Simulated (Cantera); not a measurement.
## Silicon epitaxy and polysilicon growth: SiH2Cl2 + H2

Input: 1 mol SiH2Cl2, a varied amount of H2, held at 873 K and 1.80 Torr.

These are equilibrium values from Cantera (NASA tables, ideal gas, pure condensed phases), not measurements of a reactor. Candidate condensed phases: Si; 19 gas species. The tables' values for SiCl3 are old estimates; treat these amounts as uncertain. The numbers say what is thermodynamically allowed, not how fast it happens.

From 7.5 mol H2 to 60 mol H2 the condensed part is Si(s). The main Si-bearing gas is SiCl4 throughout. The share of Si in condensed phases is highest at 60 mol H2 (58.8 %) and lowest at 7.5 mol H2 (51.0 %).

```tsv
n(H2) (mol)	x H2	x SiCl4	x HCl	x SiHCl3	x SiCl3	x SiCl2	x SiH2Cl2	x SiH3Cl	n Si(s)
7.5	0.933	0.0463	0.0126	0.00733	0.000414	0.000217	0.000106	3.66e-7	0.510
11	0.950	0.0324	0.0117	0.00565	0.000316	0.000181	8.99e-5	3.44e-7	0.516
15	0.960	0.0238	0.0109	0.00452	0.000251	0.000156	7.80e-5	3.24e-7	0.523
21	0.969	0.0168	0.01000	0.00349	0.000193	0.000131	6.61e-5	3.01e-7	0.533
30	0.977	0.0114	0.00911	0.00262	0.000145	0.000108	5.49e-5	2.76e-7	0.547
42	0.982	0.00778	0.00830	0.00197	0.000108	8.88e-5	4.55e-5	2.53e-7	0.565
60	0.986	0.00506	0.00747	0.00143	7.86e-5	7.17e-5	3.69e-5	2.29e-7	0.588
```
x: gas mole fraction; n: condensed amount in mol.
